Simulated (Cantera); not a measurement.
An isothermal plug-flow reactor at 825 K and 1.58 atm (inlet), inlet velocity 0.13 m/s, active area per volume 4700 1/m; feed 0.369 % CH4, 2.34 % O2, 97.3 % N2, equivalence ratio 0.32.

Detailed kinetics in Cantera: Deutschmann's 1995 Pt surface mechanism with GRI-Mech 3.0 gas chemistry. Catalytic surfaces can have several steady states; this one follows from the mechanism file's or the stated starting coverage. Mass transfer to the wall is taken as infinitely fast.

x: gas mole fraction; θ: surface coverage.

| z (m) | x CH4 | x O2 | x H2O | x CO2 | x CO | θ free Pt | θ O* | θ OH* |
|---|---|---|---|---|---|---|---|---|
| 0.00022 | 0.00351 | 0.0230 | 0.000365 | 0.000182 | 6.73e-7 | 0.0731 | 0.926 | 0.000597 |
| 0.00048 | 0.00331 | 0.0226 | 0.000778 | 0.000388 | 6.34e-7 | 0.0735 | 0.926 | 0.000867 |
| 0.001 | 0.00292 | 0.0219 | 0.00154 | 0.000771 | ___ | 0.0742 | 0.925 | 0.00122 |
| 0.0022 | 0.00218 | 0.0204 | 0.00303 | 0.00152 | ___ | 0.0757 | 0.923 | 0.00173 |
| 0.0048 | 0.00110 | 0.0182 | 0.00518 | 0.00259 | ___ | 0.0783 | 0.919 | 0.00229 |
| 0.01 | 0.000256 | 0.0165 | 0.00688 | 0.00344 | ___ | 0.0805 | 0.917 | 0.00267 |
| 0.022 | 7.62e-6 | 0.0160 | 0.00737 | 0.00369 | ___ | 0.0812 | 0.916 | 0.00278 |

Question: Complete the blanks.

Answer: 
- 0.001, x CO: 5.63e-7
- 0.0022, x CO: 4.23e-7
- 0.0048, x CO: 2.17e-7
- 0.01, x CO: 5.09e-8
- 0.022, x CO: 1.52e-9
